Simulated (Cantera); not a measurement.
A perfectly stirred reactor is fed with CH4 : CO2 = 1 : 4.2 (molar parts), at 1500000 Pa; it is held at 1498 K, and followed from long to short residence time.

Computed with Cantera and GRI-Mech 3.0 (53 species, 325 reactions). The pressure lies above the range GRI-Mech 3.0 was tuned for (to about 10 atm).

### Question
What does this change do: pressure from 1500000 Pa to 13000 Pa?

### Answer
```json
[
 {"quantity": "x(CH4) at τ = 23.0 s", "before": "0.0201", "after": "0.0252"},
 {"quantity": "x(CO2) at τ = 23.0 s", "before": "0.331", "after": "0.408"},
 {"quantity": "x(CH2CO) at τ = 23.0 s", "before": "4.12e-6", "after": "2.67e-5"},
 {"quantity": "x(O2) at τ = 23.0 s", "before": "<1e-12", "after": "2.57e-11"},
 {"quantity": "x(O) at τ = 23.0 s", "before": "<1e-12", "after": "1.72e-11"},
 {"quantity": "x(CH4) at τ = 0.140 s", "before": "0.103", "after": "0.177"},
 {"quantity": "x(CO2) at τ = 0.140 s", "before": "0.660", "after": "0.795"},
 {"quantity": "x(CH2CO) at τ = 0.140 s", "before": "1.53e-5", "after": "4.23e-7"},
 {"quantity": "x(O2) at τ = 0.140 s", "before": "2.82e-12", "after": "<1e-12"},
 {"quantity": "x(O) at τ = 0.140 s", "before": "<1e-12", "after": "2.44e-12"}
]
```

### Question
What does this change do: pressure from 1500000 Pa to 500000 Pa?

### Answer
```tsv
quantity	before	after
x(CH4) at τ = 23.0 s	0.0201	0.0154
x(CO2) at τ = 23.0 s	0.331	0.328
x(CH2CO) at τ = 23.0 s	4.12e-6	5.78e-6
x(O2) at τ = 23.0 s	<1e-12	1.81e-12
x(O) at τ = 23.0 s	<1e-12	1.47e-12
x(CH4) at τ = 0.140 s	0.103	0.123
x(CO2) at τ = 0.140 s	0.660	0.701
x(CH2CO) at τ = 0.140 s	1.53e-5	8.81e-6
x(O2) at τ = 0.140 s	2.82e-12	4.19e-12
x(O) at τ = 0.140 s	<1e-12	<1e-12
```

### Question
What does this change do: temperature 1498 to 1600 K?

### Answer
```json
[
 {"quantity": "x(CH4) at τ = 23.0 s", "before": "0.0201", "after": "0.00431"},
 {"quantity": "x(CO2) at τ = 23.0 s", "before": "0.331", "after": "0.278"},
 {"quantity": "x(CH2CO) at τ = 23.0 s", "before": "4.12e-6", "after": "1.10e-6"},
 {"quantity": "x(O2) at τ = 23.0 s", "before": "<1e-12", "after": "9.84e-12"},
 {"quantity": "x(O) at τ = 23.0 s", "before": "<1e-12", "after": "1.11e-11"},
 {"quantity": "x(CH4) at τ = 0.140 s", "before": "0.103", "after": "0.0389"},
 {"quantity": "x(CO2) at τ = 0.140 s", "before": "0.660", "after": "0.473"},
 {"quantity": "x(CH2CO) at τ = 0.140 s", "before": "1.53e-5", "after": "4.62e-5"},
 {"quantity": "x(O2) at τ = 0.140 s", "before": "2.82e-12", "after": "2.44e-11"},
 {"quantity": "x(O) at τ = 0.140 s", "before": "<1e-12", "after": "4.03e-12"}
]
```
